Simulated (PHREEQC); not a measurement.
# Leach liquor

A solution holds 0.014 mol HCl, 0.0027 mol CuSO4 and 0.00054 mol Fe2(SO4)3 per kg of water, at 25 °C. Closed to the air; pH follows from the charge balance.

All values are PHREEQC results (ion-association model, phreeqc.dat), not measurements.

Each row changes one thing in this solution. No solid was allowed to form.

```tsv
case	pH	ionic strength (mol/kgw)	Cu+2 (mol/kgw)	SO4-2 (mol/kgw)	HSO4- (mol/kgw)	CuSO4 (mol/kgw)
as made	1.95	0.0239	0.00236	0.00188	0.00133	0.000289
0.00014 mol/kgw NaBr added	1.95	0.0240	0.00236	0.00188	0.00133	0.000288
diluted 100-fold with water	3.81	___	___	___	5.99e-7	1.98e-7
CuSO4 from 0.0027 to 0.00297 mol/kgw	1.95	0.0246	___	0.00201	0.00141	0.000334
temperature from 25 to 55 °C	1.97	0.0229	0.00228	0.00142	0.00195	0.000243
Fe2(SO4)3 left out	___	0.0217	0.00241	0.00142	0.00105	0.000233
temperature from 25 to 60 °C	1.97	0.0227	0.00225	0.00134	0.00208	0.000231
```

Problem. What belongs in the gaps?

Solution. 
- diluted 100-fold with water, ionic strength (mol/kgw): 0.000298
- diluted 100-fold with water, Cu+2 (mol/kgw): 2.68e-5
- diluted 100-fold with water, SO4-2 (mol/kgw): 4.24e-5
- CuSO4 from 0.0027 to 0.00297 mol/kgw, Cu+2 (mol/kgw): 0.00258
- Fe2(SO4)3 left out, pH: 1.94

Complexes and solids missing from the database can't appear. Some of these states are supersaturated (in Hematite (slow to form), Goethite (slow to form), for instance). At this temperature some constants are extrapolated from 25 °C, and those without enthalpy data are left unchanged.
